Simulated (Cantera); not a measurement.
Thermodynamics of abatement and gas-phase synthesis, feed S + O₂ + N₂

Input: 1 mol S, 0.028 mol O₂, 3.4 mol N₂, held at 0.0825 Torr.

Method: chemical equilibrium by Gibbs-energy minimisation in Cantera with the NASA 1993 tables (ideal gas, pure condensed phases). Candidate condensed phases: S; 17 gas species. Rates play no part.

From 1825 K to 2525 K nothing is condensed.

| T (K) | x N₂ | x S | x S₂ | x SO | x O | x SO₂ | x NO | x S₂O |
|---|---|---|---|---|---|---|---|---|
| 1825 | 0.854 | 0.0280 | 0.105 | 0.0108 | 5.42e-6 | 0.00161 | 3.80e-6 | 3.58e-5 |
| 1925 | 0.842 | 0.0546 | 0.0901 | 0.0120 | 1.90e-5 | 0.000929 | 7.57e-6 | 2.39e-5 |
| 2025 | 0.825 | 0.0932 | 0.0683 | 0.0124 | 5.99e-5 | 0.000545 | 1.42e-5 | 1.46e-5 |
| 2125 | 0.806 | 0.137 | 0.0437 | 0.0124 | 0.000180 | 0.000344 | 2.67e-5 | 8.22e-6 |
| 2225 | 0.790 | 0.174 | 0.0232 | 0.0119 | 0.000532 | 0.000238 | 5.14e-5 | 4.20e-6 |
| 2325 | 0.780 | 0.197 | 0.0108 | 0.0109 | 0.00148 | 0.000166 | 9.73e-5 | 1.95e-6 |
| 2425 | 0.774 | 0.209 | 0.00479 | 0.00883 | 0.00353 | 9.73e-5 | 0.000162 | 8.04e-7 |
| 2525 | 0.769 | 0.216 | 0.00217 | 0.00587 | 0.00647 | 3.97e-5 | 0.000215 | 2.81e-7 |
x: gas mole fraction; nothing condenses.
